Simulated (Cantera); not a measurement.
A closed system holds: 1 mol CO, 15 mol H2, 17 mol N2, 0.19 mol O2, held at 100000 Pa.

Method: chemical equilibrium by Gibbs-energy minimisation in Cantera with the NASA 1993 tables (ideal gas, pure condensed phases). Candidate condensed phases: C, C6H6, C7H8, C8H18, H2O; 169 gas species. Ions and electrons are included (thermal ionisation). Rates play no part.

x: gas mole fraction; nothing condenses.

```
T (K)     x H   x N2     x H2    x CO      x N     x H2O       x O
-----  ------  -----  -------  ------  -------  --------  --------
2500   0.0165  0.511    0.431  0.0299  2.09e-7    0.0112   2.24e-6
3000   0.0965  0.490    0.374  0.0287  9.75e-6   0.00978  0.000133
3500        …      …        …       …        …         …         …
4000    0.489  0.385   0.0941  0.0227  0.00110  0.000614   0.00544
4500    0.579  0.358        …  0.0212        …         …         …
5000    0.602  0.341  0.00875  0.0202   0.0194   3.76e-6   0.00771
```

**Question.** Some entries are withheld; supply them.

**Answer.** 
- 3500, x H: 0.288
- 3500, x N2: 0.439
- 3500, x H2: 0.238
- 3500, x CO: 0.0258
- 3500, x N: 0.000147
- 3500, x H2O: 0.00473
- 3500, x O: 0.00186
- 4500, x H2: 0.0281
- 4500, x N: 0.00538
- 4500, x H2O: 4.27e-5
- 4500, x O: 0.00696
